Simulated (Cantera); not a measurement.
**Carbon deposition, reforming and gasification: CH4 + H2O + H2 + O2**

Input: 1 mol CH4, 1.9 mol H2O, 0.64 mol H2, 0.22 mol O2, held at 1975 K.

These are equilibrium values from Cantera (NASA tables, ideal gas, pure condensed phases), not measurements of a reactor. Candidate condensed phases: C, C6H6, C7H8, C8H18, H2O; 110 gas species. The ideal-gas law is rough above about 30 bar. Equilibrium is a limit: real reactors are often held back by kinetics, nucleation or transport.

```tsv
P (Pa)	log p H2	log p H2O	log p CO	log p H	log p CO2	log p OH
10	-4.29	-4.68	-4.80	-5.01	-5.85	-6.42
72	-3.39	-3.80	-3.93	-4.56	-4.99	-5.99
520	-2.52	-2.93	-3.07	-4.12	-4.13	-5.56
3700	-1.66	-2.08	-2.21	-3.70	-3.28	-5.13
27000	-0.80	-1.21	-1.35	-3.26	-2.42	-4.70
190000	0.05	-0.36	-0.50	-2.84	-1.57	-4.27
1400000	0.92	0.50	0.37	-2.40	-0.70	-3.84
10000000	1.77	1.36	1.22	-1.98	0.15	-3.41
```
log p: log10 of the partial pressure in bar; nothing condenses.

From 10.0 Pa to 100 bar nothing is condensed. The main C-bearing gas is CO throughout.
